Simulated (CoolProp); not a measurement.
The numbers come from the reference Helmholtz-energy equation of state, Span 2000 in CoolProp.

Q: For nitrogen, give the phase and the cp (kJ/(kg K)), Joule-Thomson coefficient (K/MPa), isothermal compressibility (1/MPa), fugacity coefficient at 122.8 K and 17 MPa.

A: 
- 122.8 K and 17 MPa: liquid; cp 2.00, Joule-Thomson coefficient -0.140, isothermal compressibility 0.00777, fugacity coefficient 0.224
